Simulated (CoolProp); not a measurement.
Vapour-liquid equilibrium of R125 (1) + isobutane (2) at 308.2 K; x and y are mole fractions of (1).

Computed with CoolProp (multi-fluid Helmholtz-energy mixture model, Lemmon 2005 and Bücker 2006; pair parameters Bell 2016).

| x | bubble pressure, mixture model (bar) | bubble pressure, Raoult's law (bar) | y, mixture model | y, Raoult's law |
|---|---|---|---|---|
| 0.05 | 6.388 | 5.312 | 0.272 | 0.168 |
| 0.15 | 9.288 | 6.627 | 0.510 | 0.403 |
| 0.25 | 11.49 | 7.942 | 0.618 | 0.560 |
| 0.35 | 13.13 | 9.257 | 0.680 | 0.673 |
| 0.45 | 14.36 | 10.57 | 0.723 | 0.758 |
| 0.55 | 15.33 | 11.89 | 0.758 | 0.824 |
| 0.65 | 16.15 | 13.20 | 0.793 | 0.877 |
| 0.75 | 16.87 | 14.52 | 0.832 | 0.920 |
| 0.85 | 17.46 | 15.83 | 0.882 | 0.956 |
| 0.95 | 17.81 | 17.15 | 0.953 | 0.986 |

The largest gap from Raoult's law is +44.7 % in bubble pressure, at x = 0.25. No azeotrope shows between x = 0.05 and 0.95.

The pair parameters rest on a limited set of measurements; away from them the model extrapolates.
